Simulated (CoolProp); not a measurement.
Vapour-liquid equilibrium of ethylene (1) + 1-butene (2) at -25.75 °C; x and y are mole fractions of (1).

The numbers come from the multi-fluid Helmholtz-energy mixture model, Smukala 2000 and Lemmon 2005; pair parameters Bell 2016 in CoolProp.

```tsv
x	bubble pressure (bar)	y at the bubble point	dew pressure at overall composition x (bar)	liquid density (mol/L)
0.05	1.368	0.681	0.4665	11.75
0.2	4.189	0.903	0.5537	12.40
0.35	7.100	0.948	0.6801	13.09
0.5	10.11	0.968	0.8807	13.80
0.65	13.25	0.980	1.248	14.49
0.8	16.55	0.988	2.142	15.08
0.95	20.28	0.997	7.358	15.36
```

No azeotrope shows between x = 0.05 and 0.95.

The pair parameters rest on a limited set of measurements; away from them the model extrapolates.
